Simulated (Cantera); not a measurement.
# Ignition delay

Mixture: CO : H2 : O2 : N2 = 1 : 0.55 : 0.596 : 2.24 (molar parts), at 79000 Pa, adiabatic and at constant volume. Ignition delay is the time to a rise of 400 K.

Cantera simulation using GRI-Mech 3.0 (53 species, 325 reactions); the numbers are that mechanism's predictions, not measurements. Where the delays flatten at high temperature, the 400 K rule measures the pace of heat release, not the induction time.

```csv
T0 (K),delay (ms)
1175,0.0851
1250,0.0607
1325,0.0469
1400,0.0385
1475,0.0335
1550,0.0306
1625,0.0292
1700,0.0292
1775,0.0303
```
